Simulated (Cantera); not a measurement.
Input: 1 mol Fe2O3, 5.4 mol CO, 0.14 mol H2, 4.9 mol CH4, at 10.0 mbar.

These are equilibrium values from Cantera (NASA tables, ideal gas, pure condensed phases), not measurements of a reactor. Candidate condensed phases: C, C6H6, C7H8, C8H18, Fe, Fe(CO)5, FeO, Fe(OH)2, Fe(OH)3, Fe2O3, Fe3O4, H2O; 114 gas species. Iron dissolves carbon and melts from about 1420 K in contact with it, which pure phases cannot show. Condensed phases not in the tables: cementite and carbon dissolved in iron. Equilibrium is a limit: real reactors are often held back by kinetics, nucleation or transport.

x: gas mole fraction; n: condensed amount in mol.

```json
[
 {"T (°C)": "1225", "x H2": "0.542", "x CO": "0.458", "x Fe": "1.44e-5", "x H": "0.000126", "x C2H2 (acetylene)": "4.77e-6", "x CH4": "[?]", "n C(graphite)": "1.90", "n Fe(γ)": "2.00", "n Fe(δ)": "0", "n Fe(l)": "0"},
 {"T (°C)": "1275", "x H2": "0.542", "x CO": "0.458", "x Fe": "4.03e-5", "x H": "0.000227", "x C2H2 (acetylene)": "8.50e-6", "x CH4": "[?]", "n C(graphite)": "1.90", "n Fe(γ)": "2.00", "n Fe(δ)": "0", "n Fe(l)": "0"},
 {"T (°C)": "1325", "x H2": "0.542", "x CO": "0.458", "x Fe": "0.000106", "x H": "0.000392", "x C2H2 (acetylene)": "1.46e-5", "x CH4": "[?]", "n C(graphite)": "1.90", "n Fe(γ)": "2.00", "n Fe(δ)": "0", "n Fe(l)": "0"},
 {"T (°C)": "1375", "x H2": "0.541", "x CO": "0.458", "x Fe": "0.000261", "x H": "0.000655", "x C2H2 (acetylene)": "2.42e-5", "x CH4": "[?]", "n C(graphite)": "1.90", "n Fe(γ)": "2.00", "n Fe(δ)": "0", "n Fe(l)": "0"},
 {"T (°C)": "1425", "x H2": "0.541", "x CO": "0.457", "x Fe": "0.000609", "x H": "0.00106", "x C2H2 (acetylene)": "3.90e-5", "x CH4": "[?]", "n C(graphite)": "1.90", "n Fe(γ)": "0", "n Fe(δ)": "1.99", "n Fe(l)": "0"},
 {"T (°C)": "1475", "x H2": "0.540", "x CO": "0.457", "x Fe": "0.00135", "x H": "0.00168", "x C2H2 (acetylene)": "6.10e-5", "x CH4": "[?]", "n C(graphite)": "1.90", "n Fe(γ)": "0", "n Fe(δ)": "1.98", "n Fe(l)": "0"},
 {"T (°C)": "1525", "x H2": "0.538", "x CO": "0.456", "x Fe": "0.00286", "x H": "0.00258", "x C2H2 (acetylene)": "9.29e-5", "x CH4": "[?]", "n C(graphite)": "1.90", "n Fe(γ)": "0", "n Fe(δ)": "1.95", "n Fe(l)": "0"},
 {"T (°C)": "1575", "x H2": "0.536", "x CO": "0.455", "x Fe": "0.00570", "x H": "0.00388", "x C2H2 (acetylene)": "0.000138", "x CH4": "[?]", "n C(graphite)": "1.89", "n Fe(γ)": "0", "n Fe(δ)": "0", "n Fe(l)": "1.89"},
 {"T (°C)": "1625", "x H2": "0.531", "x CO": "0.452", "x Fe": "0.0109", "x H": "0.00570", "x C2H2 (acetylene)": "0.000200", "x CH4": "[?]", "n C(graphite)": "1.89", "n Fe(γ)": "0", "n Fe(δ)": "0", "n Fe(l)": "1.80"},
 {"T (°C)": "1675", "x H2": "0.525", "x CO": "0.447", "x Fe": "0.0200", "x H": "0.00818", "x C2H2 (acetylene)": "0.000283", "x CH4": "[?]", "n C(graphite)": "1.89", "n Fe(γ)": "0", "n Fe(δ)": "0", "n Fe(l)": "1.62"},
 {"T (°C)": "1725", "x H2": "0.513", "x CO": "0.439", "x Fe": "0.0357", "x H": "0.0115", "x C2H2 (acetylene)": "0.000389", "x CH4": "[?]", "n C(graphite)": "1.89", "n Fe(γ)": "0", "n Fe(δ)": "0", "n Fe(l)": "1.32"},
 {"T (°C)": "1775", "x H2": "0.496", "x CO": "0.426", "x Fe": "0.0617", "x H": "0.0158", "x C2H2 (acetylene)": "0.000520", "x CH4": "[?]", "n C(graphite)": "1.88", "n Fe(γ)": "0", "n Fe(δ)": "0", "n Fe(l)": "0.784"}
]
```

**Question.** Fill in the missing entries.

**Answer.** 
- 1225, x CH4: 7.62e-6
- 1275, x CH4: 6.02e-6
- 1325, x CH4: 4.83e-6
- 1375, x CH4: 3.93e-6
- 1425, x CH4: 3.23e-6
- 1475, x CH4: 2.68e-6
- 1525, x CH4: 2.24e-6
- 1575, x CH4: 1.89e-6
- 1625, x CH4: 1.60e-6
- 1675, x CH4: 1.35e-6
- 1725, x CH4: 1.12e-6
- 1775, x CH4: 9.22e-7
